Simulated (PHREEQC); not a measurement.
A solution holds 0.41 mol Na2SO4 per kg of water, at 25 °C. Closed to the air; pH follows from the charge balance.

The numbers come from PHREEQC with the Pitzer model, pitzer.dat.

Each row changes one thing in this solution. Precipitation was switched off in this run.

| case | pH | ionic strength (mol/kgw) |
|---|---|---|
| as made | 7.33 | 1.23 |
| Na2SO4 from 0.41 to 0.082 mol/kgw | 7.23 | 0.246 |
| diluted 100-fold with water | 7.05 | ___ |
| Na2SO4 from 0.41 to 0.615 mol/kgw | 7.35 | 1.84 |
| temperature from 25 to 40 °C | 7.18 | 1.23 |
| Na2SO4 from 0.41 to 0.041 mol/kgw | 7.18 | 0.123 |
| diluted 2-fold with water | 7.29 | 0.615 |
| Na2SO4 replaced by KHSO4 at the same molality | 0.99 | 0.730 |
| 0.02 mol/kgw Ca(OH)2 added | 12.35 | ___ |

Question: Some entries are withheld; supply them.

Answer: 
- diluted 100-fold with water, ionic strength (mol/kgw): 0.0123
- 0.02 mol/kgw Ca(OH)2 added, ionic strength (mol/kgw): 1.29

Some of these states are supersaturated (in Gypsum, for instance). In brines, pH and single-ion activities rest on the MacInnes convention. Away from 25 °C the constants follow the database's enthalpies or fits; those with neither stay at their 25 °C values.
